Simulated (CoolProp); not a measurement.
Model: reference Helmholtz-energy equation of state, Fiedler 2023, in CoolProp.

Give the vapour pressure (bar), liquid density (kg/m³), vapour density (kg/m³), enthalpy of vaporisation (kJ/kg) of saturated tetrahydrofuran at 324, 363, 480.3 K.


```
T (K)  p (bar)  liquid density (kg/m³)  vapour density (kg/m³)  enthalpy of vaporisation (kJ/kg)
-----  -------  ----------------------  ----------------------  --------------------------------
324      0.605                     853                    1.65                               427
363       2.07                     807                    5.21                               398
480.3     22.7                     633                    56.8                               268
```
